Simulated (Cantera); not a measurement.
Gas mixture: 100 % H2O, at 101000 Pa, frozen composition.

Cantera's kinetic-theory transport with the Lennard-Jones parameters of GRI-Mech 3.0, ideal gas; thermal conductivity in the mixture-averaged form. Polar gases are described roughly by these parameters.

D: mixture-averaged diffusion coefficient of that species in the mixture.

```csv
T (K),ρ (kg/m³),cp (J/kg/K),μ (µPa s),λ (mW/m/K),Pr,D (cm²/s) NO,D (cm²/s) CH3,D (cm²/s) OH
400,0.549,1902,14.0,37.0,0.718,0.391,0.410,0.637
500,0.439,1955,[?],[?],0.718,[?],[?],[?]
600,0.366,2016,21.5,60.4,0.718,0.831,0.878,1.33
700,0.314,2082,25.2,73.4,0.716,1.10,1.16,1.75
800,0.274,2150,[?],[?],0.714,[?],[?],[?]
900,0.244,2220,32.6,102,0.712,1.71,1.82,2.71
1000,0.220,2292,36.2,117,0.712,2.06,2.19,3.24
1100,0.200,2366,39.8,132,0.713,2.43,2.59,3.82
```

**Question.** Complete the blanks.

**Answer.** 
- 500, μ (µPa s): 17.7
- 500, λ (mW/m/K): 48.2
- 500, D (cm²/s) NO: 0.594
- 500, D (cm²/s) CH3: 0.626
- 500, D (cm²/s) OH: 0.959
- 800, μ (µPa s): 29.0
- 800, λ (mW/m/K): 87.3
- 800, D (cm²/s) NO: 1.39
- 800, D (cm²/s) CH3: 1.48
- 800, D (cm²/s) OH: 2.21
